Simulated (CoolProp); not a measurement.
Computed with CoolProp (reference Helmholtz-energy equation of state, Thol 2014).

Q: Give the vapour pressure (kPa), liquid cp (kJ/(kg K)), vapour Z of saturated chloromethane (R40) at 296.3, 371.9 K.

A: 
| T (K) | p (kPa) | liquid cp (kJ/(kg K)) | vapour Z |
|---|---|---|---|
| 296.3 | 547 | 1.62 | 0.895 |
| 371.9 | 3170 | 2.14 | 0.673 |
